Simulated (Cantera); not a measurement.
A closed system holds: 1 mol C, 0.63 mol NH3, 11 mol N2, 1.2 mol H2O, at 1875 °C and 34.0 mbar.

Equilibrium computed with Cantera from the NASA thermochemical tables; the gas is ideal and each condensed phase is pure. Candidate condensed phases: C, C6H6, C7H8, C8H18, H2O; 136 gas species. The numbers say what is thermodynamically allowed, not how fast it happens.

Base state: N2 0.779, H2 0.131, CO 0.0676, H2O 0.0124, H 0.00819, CO2 0.00125, OH 9.98e-5, NO 1.02e-5 (mole fractions); condensed: gas only.

Task: What changes in the equilibrium state with this change: temperature from 1875 °C to 2302 °C?

Result: 
```csv
species,before,after
N2,0.779,0.758
H2,0.131,0.103
CO,0.0676,0.0660
H,0.00819,0.0602
H2O,0.0124,0.0102
O2,1.76e-7,2.08e-5
O,4.40e-6,0.000514
NO,1.02e-5,0.000255
OH,9.98e-5,0.00135
CO2,0.00125,0.00102
```
